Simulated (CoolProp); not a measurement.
A single-stage vapour-compression cycle with the fluid: evaporating at 286.15 K (dew point), condensing at 334.15 K (bubble point), superheat 8 K, subcooling 8 K, compressor efficiency 0.7, no pressure losses. The same conditions are run with several fluids, on thermodynamics alone (safety and materials aside).

Model: reference Helmholtz-energy equation of state of each fluid (vinyl chloride: Thol 2022; R365MFC: Lemmon 2016; tetrahydrofuran: Fiedler 2023; cis-2-butene: Lemmon 2005; propylene: Lemmon 2013; R236FA: Pan 2012), in CoolProp.

```tsv
fluid	cooling COP	pressure ratio	discharge temperature (K)	refrigerating effect (kJ/kg)	volumetric capacity (kJ/m³)
vinyl chloride	3.65	3.76	383.9	278	2040
R365MFC	3.60	5.95	339.6	153	321
tetrahydrofuran	3.82	6.92	379.6	392	145
cis-2-butene	3.66	4.17	358.6	325	1110
propylene	3.23	3.05	361.4	261	4420
R236FA	3.41	4.38	341.4	108	1280
```
